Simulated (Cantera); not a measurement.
A Cantera script and what it prints.

```python
import numpy as np
import cantera as ct

gas_names = """
    N NO NO2 NO3 N2 N2O O O2 O3 Si SiN SiO SiO2 Si2 Si2N Si3
""".split()
cond_names = """
    Si(cr) Si(L) SiO2(Lqz) SiO2(hqz) SiO2(L) Si2N2O(s) Si3N4(a)
""".split()


def load(file, names, dense=False):
    # The tables refer to 1 bar. Condensed volumes are neglected.
    table = {s.name: s for s in ct.Species.list_from_file(file)}
    out = []
    for n in names:
        d = dict(table[n].input_data)
        d["thermo"] = dict(d["thermo"], **{"reference-pressure": 1e5})
        if dense:
            d["equation-of-state"] = {"model": "constant-volume", "density": "1e6 g/cm^3"}
        out.append(ct.Species.from_dict(d))
    return out


gas = ct.Solution(thermo="ideal-gas", species=load("nasa_gas.yaml", gas_names))
cond = {s.name: ct.Solution(thermo="fixed-stoichiometry", species=[s], name=s.name)
        for s in load("nasa_condensed.yaml", cond_names, dense=True)}
atoms = {
    'Si3N4': {'Si': 3, 'N': 4},
    'N2O': {'N': 2, 'O': 1},
    'N2': {'N': 2},
}
top_T = {'Si2N2O(s)': 2100, 'Si3N4(a)': 2400}  # K; cautious upper limits of use, not melting points


def equilibrate(T, P, feed):
    n = {}
    for name, mol in feed.items():
        for a, k in atoms[name].items():
            n[a] = n.get(a, 0.0) + k * mol
    gas.TPX = T, P, n
    mass = sum(n.values()) * gas.mean_molecular_weight
    gas.equilibrate("TP")
    valid = [c for c in cond.values() if c.min_temp <= T <= top_T.get(c.name, c.max_temp)]
    mix = ct.Mixture([(gas, mass / gas.mean_molecular_weight)] + [(c, 0.0) for c in valid])
    mix.T, mix.P = T, P
    mix.equilibrate("TP", solver="vcs", rtol=1e-11, max_steps=5000)
    return mix


results = []
T = 1548.15  # K
P = 0.21  # Pa
for m in [41, 56, 75, 100, 140, 190, 250, 340, 460, 620, 840]:
    feed = {'Si3N4': 1, 'N2O': 0.21, 'N2': m}  # mol
    mix = equilibrate(T, P, feed)
    results.append((T, P, feed, dict(zip(mix.species_names, mix.species_moles))))
    x = sorted(zip(gas.X, gas.species_names), reverse=True)
    print(f"T = {T:g} K  P = {P:g} Pa  n(N2) = {m:g} mol  gas = {mix.phase_moles(0):.4g} mol")
    print("   x: " + "  ".join(f"{s} {v:.3e}" for v, s in x if v > 0.0001))
    print("   condensed (mol): " + ("  ".join(f"{mix.phase(i).name} {mix.phase_moles(i):.4g}"
          for i in range(1, mix.n_phases) if mix.phase_moles(i) > 1e-12) or "none"))
```

Output:

```
T = 1548.15 K  P = 0.21 Pa  n(N2) = 41 mol  gas = 44.09 mol
   x: N2 9.800e-01  Si 1.518e-02  SiO 4.763e-03
   condensed (mol): Si(cr) 2.113
T = 1548.15 K  P = 0.21 Pa  n(N2) = 56 mol  gas = 59.32 mol
   x: N2 9.812e-01  Si 1.518e-02  SiO 3.540e-03
   condensed (mol): Si(cr) 1.88
T = 1548.15 K  P = 0.21 Pa  n(N2) = 75 mol  gas = 78.62 mol
   x: N2 9.821e-01  Si 1.518e-02  SiO 2.671e-03
   condensed (mol): Si(cr) 1.583
T = 1548.15 K  P = 0.21 Pa  n(N2) = 100 mol  gas = 104 mol
   x: N2 9.827e-01  Si 1.518e-02  SiO 2.019e-03
   condensed (mol): Si(cr) 1.194
T = 1548.15 K  P = 0.21 Pa  n(N2) = 140 mol  gas = 144.6 mol
   x: N2 9.833e-01  Si 1.518e-02  SiO 1.452e-03
   condensed (mol): Si(cr) 0.5705
T = 1548.15 K  P = 0.21 Pa  n(N2) = 190 mol  gas = 195.2 mol
   x: N2 9.847e-01  Si 1.415e-02  SiO 1.076e-03
   condensed (mol): none
T = 1548.15 K  P = 0.21 Pa  n(N2) = 250 mol  gas = 255.2 mol
   x: N2 9.883e-01  Si 1.085e-02  SiO 8.229e-04
   condensed (mol): none
T = 1548.15 K  P = 0.21 Pa  n(N2) = 340 mol  gas = 345.2 mol
   x: N2 9.913e-01  Si 8.032e-03  SiO 6.083e-04
   condensed (mol): none
T = 1548.15 K  P = 0.21 Pa  n(N2) = 460 mol  gas = 465.2 mol
   x: N2 9.936e-01  Si 5.968e-03  SiO 4.514e-04
   condensed (mol): none
T = 1548.15 K  P = 0.21 Pa  n(N2) = 620 mol  gas = 625.2 mol
   x: N2 9.952e-01  Si 4.444e-03  SiO 3.359e-04
   condensed (mol): none
T = 1548.15 K  P = 0.21 Pa  n(N2) = 840 mol  gas = 845.2 mol
   x: N2 9.965e-01  Si 3.290e-03  SiO 2.485e-04
   condensed (mol): none
```

These are equilibrium values from Cantera (NASA tables, ideal gas, pure condensed phases), not measurements of a reactor. The tables' values for SiN are old estimates; treat these amounts as uncertain.
